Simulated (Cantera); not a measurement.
**Gas-phase reforming**

A perfectly stirred reactor is fed with CH₄ : H₂O : N₂ = 1 : 0.42 : 0.043 (molar parts), at 1.10 bar; it is held at 1573 K, and followed from long to short residence time.

Model: GRI-Mech 3.0 (53 species, 325 reactions), integrated in Cantera. GRI-Mech 3.0 stops at C3 and has no aromatics, soot or wall deposition, so with more carbon than oxygen in the feed, carbon stays in small species such as C2H2 where larger ones or solid carbon would form.

| τ (s) | x CH₄ | x H₂O | x C₂H₆ | x C₂H₂ | x CH₂CO | x OH |
|---|---|---|---|---|---|---|
| 19 | 0.0757 | 0.0424 | 3.56e-5 | 0.0892 | 4.17e-6 | 7.28e-8 |
| 7.6 | 0.0848 | 0.0722 | 4.20e-5 | 0.103 | 7.82e-6 | 1.25e-7 |
| 3.1 | 0.100 | 0.108 | 5.32e-5 | 0.118 | 1.32e-5 | 1.86e-7 |
| 1.2 | 0.132 | 0.148 | 7.87e-5 | 0.129 | 1.98e-5 | 2.49e-7 |
| 0.50 | 0.183 | 0.180 | 0.000135 | 0.127 | 2.44e-5 | 2.94e-7 |
| 0.20 | 0.265 | 0.208 | 0.000273 | 0.112 | 2.60e-5 | 3.32e-7 |
| 0.081 | 0.368 | 0.231 | 0.000550 | 0.0849 | 2.40e-5 | 3.70e-7 |
| 0.033 | 0.474 | 0.252 | 0.00102 | 0.0542 | 1.85e-5 | 4.15e-7 |
| 0.013 | 0.566 | 0.269 | 0.00168 | 0.0263 | 1.04e-5 | 4.64e-7 |
| 0.0053 | 0.627 | 0.279 | 0.00219 | 0.00894 | 3.50e-6 | 4.94e-7 |
| 0.0022 | 0.661 | 0.285 | 0.00210 | 0.00184 | 5.14e-7 | 4.75e-7 |
x: mole fraction; the columns are a selection and need not sum to one.
